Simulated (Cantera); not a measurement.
An adiabatic, constant-pressure homogeneous reactor starts with CH₄ : O₂ : N₂ : H₂O = 1 : 1.25 : 4.7 : 0.17 (molar parts), at 1300 K and 0.960 bar. Integrator tolerance rtol = 1e-08.

Model: GRI-Mech 3.0 (53 species, 325 reactions), integrated in Cantera.

**Question.** What does this change do: 0.0084 parts C2H6 added?

**Answer.** 
| quantity | before | after |
|---|---|---|
| time of steepest temperature rise | 16.9 ms | 13.2 ms |
| temperature at 5.00 s | 2529 K | 2519 K |
| equilibrium temperature | 2529 K | 2519 K |
| x(CH₄) at 5.00 s | 1.08e-12 (gas-phase equilibrium 1.23e-12) | 1.32e-12 (gas-phase equilibrium 1.51e-12) |
| x(O₂) at 5.00 s | 0.000183 (gas-phase equilibrium 0.000183) | 0.000149 (gas-phase equilibrium 0.000149) |
| x(H₂O) at 5.00 s | 0.176 (gas-phase equilibrium 0.176) | 0.174 (gas-phase equilibrium 0.174) |
| x(NO) at 5.00 s | 0.000622 (gas-phase equilibrium 0.000622) | 0.000550 (gas-phase equilibrium 0.000550) |
| x(CO₂) at 5.00 s | 0.0297 (gas-phase equilibrium 0.0297) | 0.0289 (gas-phase equilibrium 0.0289) |
| x(NO₂) at 5.00 s | 1.55e-8 (gas-phase equilibrium 1.55e-8) | 1.25e-8 (gas-phase equilibrium 1.25e-8) |
| x(HCN) at 5.00 s | 2.33e-8 (gas-phase equilibrium 2.33e-8) | 2.56e-8 (gas-phase equilibrium 2.56e-8) |

**Question.** What does this change do: constant volume in place of constant pressure?

**Answer.** 
```csv
quantity,before,after
time of steepest temperature rise,16.9 ms,15.8 ms
temperature at 5.00 s,2529 K,2774 K
equilibrium temperature,2529 K,2774 K
x(CH₄) at 5.00 s,1.08e-12 (gas-phase equilibrium 1.23e-12),2.52e-12 (gas-phase equilibrium 2.91e-12)
x(O₂) at 5.00 s,0.000183 (gas-phase equilibrium 0.000183),0.000619 (gas-phase equilibrium 0.000619)
x(H₂O) at 5.00 s,0.176 (gas-phase equilibrium 0.176),0.171 (gas-phase equilibrium 0.171)
x(NO) at 5.00 s,0.000622 (gas-phase equilibrium 0.000622),0.00167 (gas-phase equilibrium 0.00167)
x(CO₂) at 5.00 s,0.0297 (gas-phase equilibrium 0.0297),0.0271 (gas-phase equilibrium 0.0271)
x(NO₂) at 5.00 s,1.55e-8 (gas-phase equilibrium 1.55e-8),9.43e-8 (gas-phase equilibrium 9.43e-8)
x(HCN) at 5.00 s,2.33e-8 (gas-phase equilibrium 2.33e-8),5.64e-8 (gas-phase equilibrium 5.64e-8)
```

**Question.** What does this change do: CH4 1 to 0.66 parts?

**Answer.** 
| quantity | before | after |
|---|---|---|
| time of steepest temperature rise | 16.9 ms | 13.5 ms |
| temperature at 5.00 s | 2529 K | 2644 K |
| equilibrium temperature | 2529 K | 2644 K |
| x(CH₄) at 5.00 s | 1.08e-12 (gas-phase equilibrium 1.23e-12) | <1e-12 (gas-phase equilibrium <1e-12) |
| x(O₂) at 5.00 s | 0.000183 (gas-phase equilibrium 0.000183) | 0.0122 (gas-phase equilibrium 0.0122) |
| x(H₂O) at 5.00 s | 0.176 (gas-phase equilibrium 0.176) | 0.181 (gas-phase equilibrium 0.181) |
| x(NO) at 5.00 s | 0.000622 (gas-phase equilibrium 0.000622) | 0.00647 (gas-phase equilibrium 0.00647) |
| x(CO₂) at 5.00 s | 0.0297 (gas-phase equilibrium 0.0297) | 0.0549 (gas-phase equilibrium 0.0549) |
| x(NO₂) at 5.00 s | 1.55e-8 (gas-phase equilibrium 1.55e-8) | 1.18e-6 (gas-phase equilibrium 1.18e-6) |
| x(HCN) at 5.00 s | 2.33e-8 (gas-phase equilibrium 2.33e-8) | 9.31e-10 (gas-phase equilibrium 9.31e-10) |
